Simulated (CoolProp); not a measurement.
Properties of dimethyl carbonate along the isobar 69 bar.

Model: reference Helmholtz-energy equation of state, Zhou 2011, in CoolProp.

```
T (K)          phase  density (kg/m³)  cp (kJ/(kg K))  cv (kJ/(kg K))  speed of sound (m/s)  expansivity (1/kK)
-----  -------------  ---------------  --------------  --------------  --------------------  ------------------
473.3         liquid            816.4           2.265           1.650                 609.3               2.193
479.8         liquid            804.6           2.293           1.661                 587.2               2.295
486.3         liquid            792.4           2.323           1.673                 564.8               2.412
492.8         liquid            779.7           2.357           1.685                 541.9               2.548
499.4         liquid            766.3           2.395           1.697                 518.1               2.710
505.9         liquid            752.5           2.438           1.710                 494.1               2.900
512.4         liquid            737.9           2.488           1.722                 469.4               3.130
518.9         liquid            722.4           2.546           1.735                 443.7               3.413
525.5         liquid            705.5           2.616           1.748                 416.6               3.775
532           liquid            687.4           2.702           1.761                 388.6               4.238
538.5         liquid            667.4           2.811           1.775                 359.2               4.857
545           liquid            645.0           2.953           1.790                 328.1               5.719
551.6         liquid            618.7           3.152           1.806                 294.6               7.005
558.1  supercritical            587.6           3.435           1.823                 259.7               8.978
564.6  supercritical            549.0           3.859           1.844                 223.4               12.23
```
